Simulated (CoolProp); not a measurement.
Ethane at 509.72 K and 19.1 MPa flows at 0.12 m/s in a round tube of 10 mm bore and 0.25 µm roughness, fully developed (64/Re and Nu = 3.66 if laminar; Colebrook and Gnielinski if turbulent). Each further row changes one setting.

Model: reference Helmholtz-energy equation of state, Bücker 2006, in CoolProp.

| case | Reynolds number | Darcy friction factor | pressure drop (Pa/m) | heat-transfer coefficient (W/(m² K)) | mass flow (kg/h) |
|---|---|---|---|---|---|
| as stated | 7950 | 0.0329 | 3.61 | 202 | (withheld) |
| velocity 0.24 m/s | 15900 | 0.0274 | 12.1 | (withheld) | 10.4 |
| diameter 20 mm | 15900 | 0.0274 | 1.51 | 181 | (withheld) |

### Question
Fill in the missing entries.

### Answer

- as stated, mass flow (kg/h): 5.18
- velocity 0.24 m/s, heat-transfer coefficient (W/(m² K)): 363
- diameter 20 mm, mass flow (kg/h): 20.7

Viscosity comes from a separate model (Friend 1991). Thermal conductivity comes from a separate model (Friend 1991).
